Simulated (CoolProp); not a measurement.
Saturation properties of the fluoroketone C6F12O (FK-5-1-12).

Values from CoolProp's reference Helmholtz-energy equation of state, McLinden 2015.

```
T (°C)   p (bar)  liquid density (kg/m³)  enthalpy of vaporisation (kJ/kg)  liquid cp (kJ/(kg K))  vapour Z
------  --------  ----------------------  --------------------------------  ---------------------  --------
-48.95  0.004526                    1810                             114.7                  1.098    0.9989
-26.75   0.02506                    1750                             108.7                  1.090    0.9958
-4.55    0.09762                    1688                             102.8                  1.090    0.9882
17.55     0.2923                    1624                             96.88                  1.098    0.9735
39.75     0.7250                    1557                             90.68                  1.113    0.9491
61.85      1.548                    1484                             84.01                  1.136    0.9131
84.05      2.963                    1404                             76.52                  1.167    0.8627
106.25     5.201                    1311                             67.74                  1.214    0.7948
128.35     8.517                    1201                             56.86                  1.293    0.7037
150.55     13.29                    1047                             41.37                  1.512    0.5703
```

It boils at 49.1 °C under 1 atm.
